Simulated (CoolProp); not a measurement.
R142b along the isobar 14.2 MPa: density (kg/m³) from the reference equation and from simpler models built on Tc = 410.3 K, pc = 4.055 MPa, ω = 0.232; each cubic takes its own stable root.

Values from CoolProp's reference Helmholtz-energy equation of state, Lemmon 2006. It is a short technical equation, of lower accuracy than the large ones.

| T (K) | phase | reference | van der Waals | Redlich-Kwong | Soave-Redlich-Kwong | Peng-Robinson |
|---|---|---|---|---|---|---|
| 251.4 | liquid | 1247 | 777.3 | 1114 | 1136 | 1277 |
| 265.3 | liquid | 1220 | 765.5 | 1091 | 1114 | 1252 |
| 279.3 | liquid | 1192 | 753.4 | 1066 | 1090 | 1226 |
| 293.3 | liquid | 1163 | 740.9 | 1040 | 1064 | 1197 |
| 307.3 | liquid | 1134 | 728.1 | 1014 | 1037 | 1167 |
| 321.3 | liquid | 1103 | 715.0 | 986.0 | 1009 | 1135 |
| 335.2 | liquid | 1072 | 701.7 | 957.5 | 979.1 | 1101 |
| 349.2 | liquid | 1040 | 687.9 | 927.8 | 947.2 | 1065 |
| 363.2 | liquid | 1006 | 673.7 | 896.9 | 913.5 | 1025 |
| 377.2 | liquid | 971.3 | 659.1 | 865.0 | 877.8 | 983.7 |
| 391.1 | liquid | 934.5 | 644.1 | 832.2 | 840.3 | 939.6 |
| 405.1 | liquid | 895.5 | 628.6 | 798.1 | 800.5 | 892.5 |
| 419.1 | supercritical | 854.3 | 612.7 | 763.0 | 758.7 | 842.8 |
| 433.1 | supercritical | 810.7 | 596.3 | 727.1 | 715.3 | 791.0 |
| 447 | supercritical | 765.0 | 579.6 | 690.7 | 671.0 | 738.2 |
